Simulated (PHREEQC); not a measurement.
Make-up at 25 °C: 0.57 mol CuSO4 and 0.015 mol NaCl per kg of water. Closed to the air; pH follows from the charge balance.

The numbers come from PHREEQC with the ion-association model, wateq4f.dat.

Precipitation was switched off in this run.

### Question
Estimate the pH, ionic strength, activity of water.

### Answer
pH 4.36; ionic strength 1.02 mol/kgw; activity of water 0.986.

### Question
In which forms is Na present?

### Answer
Na+ 83 %, NaSO4- 17 % of the Na.

The solution is supersaturated, for example in Antlerite, Brochantite, so a real one may precipitate; this is no full list. Caution: at this ionic strength the ion-association model is outside its range; a Pitzer model would be the better tool where its parameters exist.
